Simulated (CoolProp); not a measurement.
Sulfur dioxide along the isobar 112 bar: density (kg/m³) from the reference equation and from simpler models built on Tc = 430.6 K, pc = 78.87 bar, ω = 0.256; each cubic takes its own stable root.

Values from CoolProp's reference Helmholtz-energy equation of state, Gao 2016.

```tsv
T (K)	phase	reference
215.5	liquid	1595
223.5	liquid	1575
231.6	liquid	1555
239.7	liquid	1536
247.8	liquid	1516
255.8	liquid	1496
263.9	liquid	1476
272	liquid	1456
280	liquid	1436
288.1	liquid	1415
296.2	liquid	1394
304.3	liquid	1373
312.3	liquid	1351
320.4	liquid	1329
328.5	liquid	1306
336.6	liquid	1283
```

How far does each simpler model (van der Waals, Redlich-Kwong, Soave-Redlich-Kwong, Peng-Robinson) lie from the reference over these 16 states: mean and median of the absolute difference, and the worst?


- van der Waals: mean 39.5 %, median 39.5 %, worst -40.9 % at 215.5 K and 112 bar
- Redlich-Kwong: mean 13.0 %, median 12.9 %, worst -13.7 % at 336.6 K and 112 bar
- Soave-Redlich-Kwong: mean 10.5 %, median 10.3 %, worst -11.5 % at 215.5 K and 112 bar
- Peng-Robinson: mean 1.0 %, median 1.2 %, worst +1.5 % at 304.3 K and 112 bar
